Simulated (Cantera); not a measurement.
A Cantera script and what it prints.

```python
import numpy as np
import cantera as ct

gas_names = [...]  # 110 gases of nasa_gas.yaml made of C, H, O
cond_names = """
    C(gr) C6H6(L) C7H8(L) C8H18(L),n-octa H2O(s) H2O(L)
""".split()


# ... load() reads the species with a 1 bar reference pressure and builds the phases ...
atoms = {
    'C2H5OH': {'C': 2, 'H': 6, 'O': 1},
    'CO2': {'C': 1, 'O': 2},
}
top_T = {'C(gr)': 4500}  # K; cautious upper limits of use, not melting points


# ... equilibrate(T, P, feed) seeds the gas with the atoms and calls Mixture.equilibrate('TP', solver="vcs", rtol=1e-11, max_steps=5000) ...
results = []
feed = {'C2H5OH': 1, 'CO2': 0.052}  # mol
P = 1000  # Pa
for T in [1073, 1223, 1373, 1523, 1673, 1823, 1973, 2123, 2273, 2423, 2573, 2723, 2873]:
    mix = equilibrate(T, P, feed)
    results.append((T, P, feed, dict(zip(mix.species_names, mix.species_moles))))

top = {s: max(r[3][s] / sum(r[3][g] for g in gas_names) for r in results) for s in gas_names}
cols = sorted((s for s in top if top[s] > 0.0001), key=lambda s: -top[s])[:5]
seen = [c for c in cond_names if any(r[3].get(c, 0) > 1e-12 for r in results)]
print("log10 of partial pressures in bar; condensed amounts in mol")
print(f"{'T/K':>10s}" + "".join(f"{s[:9]:>10s}" for s in cols + seen))
for T, P, feed, n in results:
    ng = sum(n[g] for g in gas_names)
    print(f"{T:10.4g}" + "".join(f"{np.log10(max(n[s] / ng * P / 1e5, 1e-99)):10.3f}" for s in cols)
          + "".join(f"{n.get(c, 0):10.4g}" for c in seen))
```

It prints:

```
log10 of partial pressures in bar; condensed amounts in mol
       T/K        H2         H        CO C2H2,acet        C3     C(gr)
      1073    -2.136    -8.922    -2.571   -10.280   -29.286    0.9485
      1223    -2.136    -7.590    -2.570    -8.941   -24.299    0.9479
      1373    -2.136    -6.546    -2.570    -7.899   -20.413    0.9479
      1523    -2.136    -5.704    -2.570    -7.064   -17.302    0.9479
      1673    -2.137    -5.012    -2.570    -6.381   -14.758    0.9476
      1823    -2.138    -4.432    -2.571    -5.813   -12.640    0.9467
      1973    -2.142    -3.941    -2.573    -5.336   -10.850    0.9442
      2123    -2.153    -3.521    -2.577    -4.933    -9.320    0.9382
      2273    -2.175    -3.163    -2.585    -4.598    -7.996    0.9264
      2423    -2.217    -2.860    -2.601    -4.328    -6.841    0.9055
      2573    -2.292    -2.610    -2.627    -4.128    -5.825    0.8721
      2723    -2.414    -2.415    -2.664    -4.005    -4.924    0.8128
      2873    -2.597    -2.277    -2.710    -3.971    -4.121    0.6375
```

These are equilibrium values from Cantera (NASA tables, ideal gas, pure condensed phases), not measurements of a reactor.
